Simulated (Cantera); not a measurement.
An isothermal, constant-pressure homogeneous reactor starts with NO : N2 = 1 : 0.58 (molar parts), at 1625 K and 0.810 bar.

Cantera simulation using GRI-Mech 3.0 (53 species, 325 reactions); the numbers are that mechanism's predictions, not measurements.

Problem. Predict: x(NO) at 7.00 s; x(NO2) at 7.00 s; x(N2O) at 7.00 s; x(O) at 7.00 s; x(N2) at 7.00 s; x(O2) at 7.00 s.

Solution. 
```
Property                                             Value
----------------  ----------------------------------------
x(NO) at 7.00 s      0.486 (gas-phase equilibrium 0.00246)
x(NO2) at 7.00 s  0.000980 (gas-phase equilibrium 1.02e-5)
x(N2O) at 7.00 s   8.57e-5 (gas-phase equilibrium 1.22e-7)
x(O) at 7.00 s     6.08e-6 (gas-phase equilibrium 1.22e-5)
x(N2) at 7.00 s        0.440 (gas-phase equilibrium 0.682)
x(O2) at 7.00 s       0.0724 (gas-phase equilibrium 0.315)
```
